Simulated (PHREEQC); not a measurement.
Dissolve 0.02 mol HBr and 0.00033 mol CuCl2 per kg of water at 25 °C. Closed to the air; pH follows from the charge balance.

All values are PHREEQC results (ion-association model, wateq4f.dat), not measurements.

```
quantity                   before     after
-----------------------  --------  --------
pH                           1.75      1.75
CuCl+ (mol/kgw)           3.44e-7   1.22e-7
CuOH+ (mol/kgw)          1.26e-10  1.27e-10
SI of Tenorite (CuO)        -7.83     -8.63
SI of Cu(OH)2 (Cu(OH)2)     -8.85     -9.65
```

**Question.** Name the change that produced these shifts.
(A) CuCl2 from 0.00033 to 0.000297 mol/kgw
(B) temperature from 25 to 80 °C
(C) temperature from 25 to 5 °C
(D) HBr from 0.02 to 0.03 mol/kgw
(E) diluted 5-fold with water

**Answer.** C, temperature from 25 to 5 °C

No solid was allowed to form. Away from 25 °C the constants follow the database's enthalpies or fits; those with neither stay at their 25 °C values.
